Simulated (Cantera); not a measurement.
Carbothermic reduction: PbO + CO + H₂

A closed system holds: 1 mol PbO, 7.5 mol CO, 2.5 mol H₂, equilibrated at 0.0710 bar.

Equilibrium computed with Cantera from the NASA thermochemical tables; the gas is ideal and each condensed phase is pure. Candidate condensed phases: C, C₆H₆, C₇H₈, C₈H₁₈, H₂O, Pb, PbO, PbO₂, Pb₃O₄; 113 gas species. Kinetics and transport are ignored.

```tsv
T (K)	x CO	x CO₂	x H₂	x H₂O	x Pb	x CH₄	x H	n C(graphite)	n Pb(l)
800	0.244	0.417	0.238	0.0964	8.65e-7	0.00540	5.30e-12	2.68	1.000
900	0.596	0.141	0.238	0.0244	1.93e-5	0.00126	2.14e-10	0.545	1.000
1000	0.669	0.0807	0.230	0.0194	0.000228	8.05e-5	4.09e-9	0	0.998
1100	0.674	0.0746	0.224	0.0252	0.00171	4.89e-6	4.60e-8	0	0.983
1200	0.675	0.0687	0.217	0.0304	0.00906	4.71e-7	3.45e-7	0	0.909
1300	0.660	0.0621	0.207	0.0342	0.0370	6.14e-8	1.89e-6	0	0.616
1400	0.627	0.0547	0.191	0.0362	0.0909	9.80e-9	7.98e-6	0	0
1500	0.630	0.0513	0.188	0.0396	0.0909	2.35e-9	2.86e-5	0	0
1600	0.633	0.0484	0.185	0.0425	0.0909	6.77e-10	8.77e-5	0	0
1700	0.636	0.0459	0.182	0.0450	0.0909	2.28e-10	0.000236	0	0
1800	0.638	0.0437	0.180	0.0471	0.0908	8.71e-11	0.000570	0	0
1900	0.640	0.0418	0.178	0.0489	0.0908	3.70e-11	0.00126	0	0
```
x: gas mole fraction; n: condensed amount in mol.

From 800 K to 900 K the condensed part is C(graphite) + Pb(l). From 1000 K to 1300 K the condensed part is Pb(l). From 1400 K to 1900 K nothing is condensed. The main Pb-bearing gas is Pb throughout.
